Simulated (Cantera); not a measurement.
Charge: 1 mol Pb, 0.14 mol H2, 0.24 mol N2, equilibrated at 82.5 Torr.

Cantera equilibrium calculation (NASA polynomials, part measured and part estimated; ideal gas, pure solids and liquids). Candidate condensed phases: Pb; 11 gas species. Rates play no part. All values below are at 1125 K.

Base state: N2 0.630, H2 0.368, Pb 0.00172 (mole fractions); condensed: Pb(l).

Q: What changes in the equilibrium state with this change: pressure from 82.5 Torr to 0.150 Torr?

A: 
```tsv
species	before	after
Pb	0.00172	0.725
N2	0.630	0.174
H2	0.368	0.101
Pb(l), mol	0.999	0
```
